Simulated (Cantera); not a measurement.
Cantera run, input and output.

```python
import numpy as np
import cantera as ct

gas = ct.Solution("gri30.yaml")
gas.TPX = 723, 13332, {'CH4': 1, 'O2': 1.33, 'N2': 4.53}
flame = ct.FreeFlame(gas, width=0.16)
flame.set_refine_criteria(ratio=3, slope=0.08, curve=0.16)
flame.transport_model = "mixture-averaged"
flame.solve(loglevel=0, auto=True)
z, T = flame.grid, flame.T
thick = (T[-1] - T[0]) / np.gradient(T, z).max()
show = ['CH4', 'O2', 'C2H2', 'NO2', 'C2H', 'H2O']
print(f"laminar burning velocity  {flame.velocity[0] * 100:.3f} cm/s")
print(f"burnt temperature         {T[-1]:.1f} K")
print(f"thermal thickness         {thick * 1e3:.4f} mm")
print(f"grid points               {len(z)}")
z0 = z[flame.heat_release_rate.argmax()]
print(f"{'z/mm':>9s}{'T/K':>9s}{'u/(m/s)':>9s}" + "".join(f"{s:>11s}" for s in show))
rows = []
for k in (-3, -2, -1.5, -1, -0.5, -0.25, 0, 0.25, 0.5, 1, 2, 4, 8):
    zz = z0 + k * thick
    rows.append([k * thick, np.interp(zz, z, T), np.interp(zz, z, flame.velocity),
                 *(np.interp(zz, z, flame.X[gas.species_index(s)]) for s in show)])
    print(f"{rows[-1][0] * 1e3:9.3f}{rows[-1][1]:9.1f}{rows[-1][2]:9.3f}" + "".join(f"{x:11.3e}" for x in rows[-1][3:]))
```

Output:

```
laminar burning velocity  165.230 cm/s
burnt temperature         2220.8 K
thermal thickness         2.4029 mm
grid points               133
     z/mm      T/K  u/(m/s)        CH4         O2       C2H2        NO2        C2H        H2O
   -7.209    723.4    1.659  1.451e-01  1.931e-01  4.600e-08  4.974e-11  7.350e-21  8.315e-05
   -4.806    728.0    1.681  1.435e-01  1.915e-01  9.000e-07  7.597e-10  9.184e-18  8.371e-04
   -3.604    742.6    1.729  1.408e-01  1.891e-01  4.684e-06  2.588e-09  4.234e-16  2.934e-03
   -2.403    824.8    1.951  1.311e-01  1.808e-01  3.975e-05  7.147e-09  1.067e-13  1.334e-02
   -1.201   1223.0    2.983  8.964e-02  1.405e-01  4.210e-04  1.423e-08  1.482e-09  6.062e-02
   -0.601   1584.1    3.943  4.956e-02  9.462e-02  1.194e-03  1.195e-08  1.439e-07  1.055e-01
    0.000   1907.2    4.825  1.608e-02  4.705e-02  2.262e-03  4.188e-09  2.360e-06  1.472e-01
    0.601   2086.4    5.313  3.306e-03  1.844e-02  1.876e-03  9.688e-10  5.413e-06  1.700e-01
    1.201   2155.7    5.494  6.085e-04  6.627e-03  8.953e-04  4.801e-10  3.808e-06  1.779e-01
    2.403   2187.4    5.565  3.053e-05  1.098e-03  1.379e-04  6.178e-10  6.943e-07  1.791e-01
    4.806   2194.5    5.573  3.937e-07  3.678e-04  4.038e-06  8.470e-10  2.052e-08  1.770e-01
    9.611   2198.0    5.578  1.502e-09  3.324e-04  1.815e-08  9.935e-10  9.064e-11  1.765e-01
   19.223   2203.0    5.589  9.946e-13  3.041e-04  1.148e-11  1.061e-09  5.538e-14  1.768e-01
```

Cantera simulation using GRI-Mech 3.0 (53 species, 325 reactions); the numbers are that mechanism's predictions, not measurements. Burning velocities carry a grid error of a few per cent, more on coarse grids.
